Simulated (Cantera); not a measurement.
Mixture: CH4 : O2 : N2 = 1 : 3.03 : 11.4 (molar parts), at 120000 Pa, adiabatic and at constant pressure. Ignition delay is the time to a rise of 400 K.

Model: GRI-Mech 3.0 (53 species, 325 reactions), integrated in Cantera.

Task: At T0 = 1148 K, what is the delay, and which 8 reactions control it most (d ln τ / d ln k, from doubling and halving each rate constant)?

Result: The delay is 67.3 ms.
| reaction | d ln τ / d ln k | faster rate |
|---|---|---|
| 2 CH3 (+M) <=> C2H6 (+M) | 0.58 | lengthens it |
| CH3 + O2 <=> CH2O + OH | -0.41 | shortens it |
| CH3 + O2 <=> CH3O + O | -0.33 | shortens it |
| CH2O + O2 <=> HCO + HO2 | -0.32 | shortens it |
| CH3 + HO2 <=> CH3O + OH | -0.29 | shortens it |
| CH4 + H <=> CH3 + H2 | 0.26 | lengthens it |
| H + O2 <=> O + OH | -0.23 | shortens it |
| CH2O + CH3 <=> CH4 + HCO | -0.20 | shortens it |
